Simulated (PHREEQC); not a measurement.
Dissolve 0.013 mmol/kgw Cu(NO3)2, 0.0021 mmol/kgw HCl and 0.00057 mmol/kgw FeCl3 at 20 °C. Closed to the air; pH follows from the charge balance.

Model: ion-association model, phreeqc.dat, run in PHREEQC.

This is a speciation only: nothing precipitates in the calculation.

Problem. What pH does the model give?

Solution. pH 5.48.

Problem. In which forms is Fe present?

Solution. Fe(OH)2+ 96 %, Fe(OH)3 3.0 %, FeOH+2 1.2 % of the Fe.

Saturation is exceeded, for instance for Fe(OH)3(a), Hematite (slow to form); the values hold only as long as no solid forms. Complexes and solids missing from the database can't appear.
